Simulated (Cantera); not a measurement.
A closed system holds: 1 mol SiC, 0.059 mol N₂O, 490 mol H₂, a varied amount of H₂O, held at 700 °C and 0.900 Torr.

Equilibrium computed with Cantera from the NASA thermochemical tables; the gas is ideal and each condensed phase is pure. Candidate condensed phases: C, C₆H₆, C₇H₈, C₈H₁₈, H₂O, Si, SiC, SiO₂, Si₂N₂O, Si₃N₄; 151 gas species. The numbers say what is thermodynamically allowed, not how fast it happens.

x: gas mole fraction; n: condensed amount in mol.

```
n(H₂O) (mol)   x H₂     x CH₄     x CO      x H    x H₂O     x N₂    x SiO  n C(graphite)  n SiC(s)  n Si₂N₂O(s)  n SiO₂(β-quartz)
------------  -----  --------  -------  -------  -------  -------  -------  -------------  --------  -----------  ----------------
0.011         1.000  0.000154  2.24e-5  3.13e-8  1.67e-8  1.43e-8  1.42e-9         0.0316     0.882       0.0590                 0
0.016         1.000  0.000154  3.26e-5  3.13e-8  2.43e-8  9.86e-9  2.06e-9         0.0266     0.882       0.0590                 0
0.023         1.000  0.000154  3.79e-5  3.13e-8  2.82e-8  8.49e-9  2.40e-9         0.0262     0.880       0.0590           0.00221
0.033         1.000  0.000154  3.79e-5  3.13e-8  2.82e-8  8.49e-9  2.40e-9     (withheld)     0.875       0.0590        (withheld)
0.048         1.000  0.000154  3.79e-5  3.13e-8  2.82e-8  8.49e-9  2.40e-9         0.0387     0.867       0.0590            0.0147
0.069         1.000  0.000154  3.79e-5  3.13e-8  2.82e-8  8.49e-9  2.40e-9         0.0492     0.857       0.0590            0.0252
0.099         1.000  0.000154  3.79e-5  3.13e-8  2.82e-8  8.49e-9  2.40e-9     (withheld)     0.842       0.0590        (withheld)
0.14          1.000  0.000154  3.79e-5  3.13e-8  2.82e-8  8.49e-9  2.40e-9         0.0847     0.821       0.0590            0.0607
0.2           1.000  0.000154  3.79e-5  3.13e-8  2.82e-8  8.49e-9  2.40e-9          0.115     0.791       0.0590            0.0907
0.29          1.000  0.000154  3.79e-5  3.13e-8  2.82e-8  8.49e-9  2.40e-9          0.160     0.746       0.0590             0.136
0.42          1.000  0.000154  3.79e-5  3.13e-8  2.82e-8  8.49e-9  2.40e-9          0.225     0.681       0.0590             0.201
```

Fill in the missing entries.


- 0.099, n C(graphite): 0.0642
- 0.099, n SiO₂(β-quartz): 0.0402
- 0.033, n C(graphite): 0.0312
- 0.033, n SiO₂(β-quartz): 0.00721
